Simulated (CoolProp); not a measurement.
Vapour-liquid equilibrium of ethane (1) + n-pentane (2) at 0.454 bar; x and y are mole fractions of (1).

Values from CoolProp's multi-fluid Helmholtz-energy mixture model, Bücker 2006 and Thol 2019; pair parameters Kunz 2012.

| x | bubble temperature, mixture model (K) | bubble temperature, Raoult's law (K) | y, mixture model | y, Raoult's law |
|---|---|---|---|---|
| 0.05 | … | 235.8 | … | 0.932 |
| 0.2 | 197.1 | 200.9 | … | 0.996 |
| 0.35 | … | 189.3 | 0.999 | 0.999 |
| 0.5 | 180.6 | 182.6 | 1.000 | 1.000 |
| 0.65 | … | 177.9 | 1.000 | 1.000 |
| 0.8 | 174.2 | 174.5 | 1.000 | 1.000 |
| 0.95 | 171.7 | 171.7 | 1.000 | 1.000 |

Q: What belongs in the gaps?

A: 
- 0.05, bubble temperature, mixture model (K): 234.1
- 0.05, y, mixture model: 0.938
- 0.2, y, mixture model: 0.997
- 0.35, bubble temperature, mixture model (K): 186.3
- 0.65, bubble temperature, mixture model (K): 176.9

The largest gap from Raoult's law is -3.8 K in bubble temperature, at x = 0.2. No azeotrope shows between x = 0.05 and 0.95.

Pair parameters are fitted to limited data, so mixtures are less certain than the pure fluids.
